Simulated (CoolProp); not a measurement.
Vapour-liquid equilibrium of n-hexane (1) + ethylbenzene (2) at 0.00241 MPa; x and y are mole fractions of (1).

Computed with CoolProp (multi-fluid Helmholtz-energy mixture model, Thol 2019 and Zhou 2012; pair parameters Bell 2016).

### Question
Give the bubble temperature and the first vapour's composition at x = 0.125, 0.725, 0.95. Is there an azeotrope?

### Answer
x = 0.125: 11.0 °C, y = 0.799; x = 0.725: -11.6 °C, y = 0.983; x = 0.95: -15.2 °C, y = 0.997. No azeotrope shows between x = 0.05 and 0.95.

The pair parameters rest on a limited set of measurements; away from them the model extrapolates.
